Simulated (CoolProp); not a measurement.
A simple Rankine cycle with carbonyl sulfide: condensing at 313.15 K, boiler at 5.51 MPa, turbine inlet 410.3 K, turbine efficiency 0.65, pump efficiency 0.7, no recuperator. Each further row changes one setting.

Computed with CoolProp (reference Helmholtz-energy equation of state, Lemmon 2006). It is a short technical equation, of lower accuracy than the large ones.

| case | thermal efficiency (%) | net work (kJ/kg) | heat in (kJ/kg) | turbine exit temperature (K) | volume ratio over the turbine |
|---|---|---|---|---|---|
| as stated | (withheld) | (withheld) | 270 | 335.0 | 2.85 |
| turbine inlet 430.3 K | 8.6 | 25.2 | (withheld) | 356.9 | 2.81 |
| condensing temperature 305.15 K | 9.2 | 25.9 | 281 | (withheld) | (withheld) |
| boiler pressure 3.86 MPa | 6.3 | 18.4 | 291 | 363.1 | 2.00 |
| turbine efficiency 0.55 | (withheld) | 17.7 | 270 | 339.6 | 2.91 |

**Question.** Some entries are withheld; supply them.

**Answer.** 
- as stated, thermal efficiency (%): 8.1
- as stated, net work (kJ/kg): 22.0
- turbine inlet 430.3 K, heat in (kJ/kg): 293
- condensing temperature 305.15 K, turbine exit temperature (K): 324.9
- condensing temperature 305.15 K, volume ratio over the turbine: 3.38
- turbine efficiency 0.55, thermal efficiency (%): 6.6
